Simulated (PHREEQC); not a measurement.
Dissolve 0.067 mol/kgw Cu(NO3)2, 0.0046 mol/kgw H2SO4, 4.6e-05 mol/kgw H3BO3 and 0.0048 mol/kgw NaCl at 25 °C. Closed to the air; pH follows from the charge balance.

Equilibrium calculation in PHREEQC: ion-association model, phreeqc.dat.

```yaml
pH: 2.16
ionic_strength: 0.209 mol/kgw
specific_conductance: 14900 µS/cm
density: 1.008 g/cm³
total_alkalinity: -9.20 meq/kg
```

```csv
species,molality,activity,log γ
NO3-,0.134,0.0925,-0.161
Cu+2,0.0645,0.0209,-0.491
H+,0.00871,0.00693,-0.099
Na+,0.00479,0.00357,-0.127
Cl-,0.00455,0.00324,-0.147
CuSO4,0.00220,0.00231,0.021
SO4-2,0.00189,0.000544,-0.541
```

No solid was allowed to form. Species that the database lacks are ignored.
